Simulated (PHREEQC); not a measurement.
A solution holds 0.0024 mol HF, 0.24 mol NaF and 0.00012 mol H2SiF6 per kg of water, at 50 °C. Closed to the air; pH follows from the charge balance.

Equilibrium calculation in PHREEQC: ion-association model, wateq4f.dat.

The ionic strength comes out as 0.226 mol/kgw. What activity coefficients do F-, HF2-, H+, Na+, SiF6-2 get?

F- 0.69, HF2- 0.69, H+ 0.79, Na+ 0.73, SiF6-2 0.27.

Precipitation was switched off in this run. Constants without temperature data keep their 25 °C values here. SiF6-2 is the database's only silicon fluoride.
